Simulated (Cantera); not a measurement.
Feed: 1 mol SiH2Cl2, 0.02 mol HCl, 6.2 mol N2, at 0.133 bar.

Equilibrium computed with Cantera from the NASA thermochemical tables; the gas is ideal and each condensed phase is pure. Candidate condensed phases: NH4Cl, Si, Si3N4; 28 gas species. N2 is the only nitrogen source here; it is nearly inert below about 1500 K, so the nitride shown seldom forms there in practice. The numbers say what is thermodynamically allowed, not how fast it happens.

### Question
What share of the Si ends up in condensed phases as a function of T (K), at 998, 1048, 1098, 1148, 1198, 1248, 1298, 1348, 1398, 1448, 1498?

### Answer
```tsv
T (K)	Si condensed (%)	as
998	78.0	Si3N4(s)
1048	78.7	Si3N4(s)
1098	79.3	Si3N4(s)
1148	79.8	Si3N4(s)
1198	80.2	Si3N4(s)
1248	80.5	Si3N4(s)
1298	80.6	Si3N4(s)
1348	80.4	Si3N4(s)
1398	79.7	Si3N4(s)
1448	78.2	Si3N4(s)
1498	75.5	Si3N4(s)
```
